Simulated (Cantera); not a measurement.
Cantera run, input and output.

```python
import numpy as np
import cantera as ct

gas = ct.Solution("gri30.yaml")
gas.TPX = 950, 1800000, {'CH4': 1, 'O2': 1.43, 'N2': 5.37, 'CO2': 0.39}
reactor = ct.IdealGasConstPressureReactor(gas, energy="on", clone=False)
net = ct.ReactorNet([reactor])
net.rtol, net.atol = 1e-08, 1e-16
show = ['CH4', 'O2', 'CO2', 'CH3', 'OH', 'H2O2']
times = np.geomspace(5e-06, 4, 14)

steps = ct.SolutionArray(gas, extra=["t"])
rows = []
print(f"{'t/s':>10s}{'T/K':>9s}{'P/Pa':>11s}" + "".join(f"{s:>11s}" for s in show))
for t in times:
    while net.time < t:
        t_next = net.step()
        steps.append(gas.state, t=t_next)
    rows.append([np.interp(t, steps.t, y) for y in (steps.T, steps.P, *steps(*show).X.T)])
    print(f"{t:10.3e}{rows[-1][0]:9.1f}{rows[-1][1]:11.4g}" + "".join(f"{x:11.3e}" for x in rows[-1][2:]))
rate = np.gradient(steps.T, steps.t)
print("integrator steps:", len(steps.t))
if steps.T.max() > steps.T[0] + 200:
    print(f"time of steepest temperature rise: {steps.t[rate.argmax()]:.4e} s")
gas.TPX = 950, 1800000, {'CH4': 1, 'O2': 1.43, 'N2': 5.37, 'CO2': 0.39}
gas.equilibrate("HP")
print(f"equilibrium (HP): T = {gas.T:.1f} K  " + "  ".join(f"{s} {gas[s].X[0]:.3e}" for s in show))
```

Result:

```
       t/s      T/K       P/Pa        CH4         O2        CO2        CH3         OH       H2O2
 5.000e-06    950.0    1.8e+06  1.221e-01  1.746e-01  4.762e-02  2.171e-10  1.456e-14  4.169e-13
 1.423e-05    950.0    1.8e+06  1.221e-01  1.746e-01  4.762e-02  6.202e-10  4.193e-14  3.344e-12
 4.047e-05    950.0    1.8e+06  1.221e-01  1.746e-01  4.762e-02  1.785e-09  1.219e-13  2.682e-11
 1.151e-04    950.0    1.8e+06  1.221e-01  1.746e-01  4.762e-02  5.246e-09  3.656e-13  2.113e-10
 3.276e-04    950.0    1.8e+06  1.221e-01  1.746e-01  4.762e-02  1.620e-08  1.185e-12  1.601e-09
 9.319e-04    950.0    1.8e+06  1.221e-01  1.746e-01  4.762e-02  5.364e-08  4.313e-12  1.086e-08
 2.651e-03    950.0    1.8e+06  1.221e-01  1.746e-01  4.762e-02  1.414e-07  1.306e-11  5.583e-08
 7.543e-03    950.0    1.8e+06  1.221e-01  1.746e-01  4.762e-02  2.018e-07  2.190e-11  1.632e-07
 2.146e-02    950.1    1.8e+06  1.221e-01  1.746e-01  4.762e-02  2.633e-07  3.627e-11  3.479e-07
 6.106e-02    950.7    1.8e+06  1.220e-01  1.745e-01  4.762e-02  4.761e-07  1.351e-10  1.525e-06
 1.737e-01   2374.6    1.8e+06  5.969e-11  1.144e-05  6.948e-02  1.810e-11  5.467e-04  1.421e-08
 4.942e-01   2374.6    1.8e+06  5.969e-11  1.144e-05  6.948e-02  1.810e-11  5.467e-04  1.421e-08
 1.406e+00   2374.6    1.8e+06  5.969e-11  1.144e-05  6.948e-02  1.810e-11  5.467e-04  1.421e-08
 4.000e+00   2374.6    1.8e+06  5.969e-11  1.144e-05  6.948e-02  1.810e-11  5.467e-04  1.421e-08
integrator steps: 2630
time of steepest temperature rise: 1.3224e-01 s
equilibrium (HP): T = 2374.6 K  CH4 6.616e-11  O2 1.144e-05  CO2 6.948e-02  CH3 2.006e-11  OH 5.467e-04  H2O2 1.421e-08
```

Model: GRI-Mech 3.0 (53 species, 325 reactions), integrated in Cantera. The pressure lies above the range GRI-Mech 3.0 was tuned for (to about 10 atm). Below about 1000 K GRI-Mech 3.0 lacks low-temperature oxidation paths.
